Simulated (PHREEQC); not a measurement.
Make-up at 45 °C: 0.24 mol CdSO4, 0.16 mol H3BO3 and 9e-05 mol FeSO4 per kg of water. Closed to the air; pH follows from the charge balance.

Equilibrium calculation in PHREEQC: ion-association model, phreeqc.dat.

```json
{
 "pH": "5.12",
 "ionic_strength": "0.401 mol/kgw",
 "activity_of_water": "0.992",
 "density": "1.041 g/cm³"
}
```

```
species     molality  activity   log γ
----------  --------  --------  ------
H3BO3          0.160     0.175   0.040
Cd+2           0.100    0.0272  -0.566
CdSO4         0.0952     0.104   0.040
SO4-2         0.0555    0.0119  -0.670
Cd(SO4)2-2    0.0447    0.0121  -0.566
Fe+2         5.32e-5   1.36e-5  -0.593
FeSO4        3.68e-5   4.04e-5   0.040
H2BO3-       2.57e-5   1.85e-5  -0.142
HSO4-        1.96e-5   1.42e-5  -0.142
H+           1.00e-5   7.67e-6  -0.116
Cd2OH+3      2.33e-6   1.24e-7  -1.274
CdOH+        1.63e-6   1.17e-6  -0.142
OH-          8.14e-9   5.22e-9  -0.193
```

Precipitation was switched off in this run. Constants without temperature data keep their 25 °C values here.
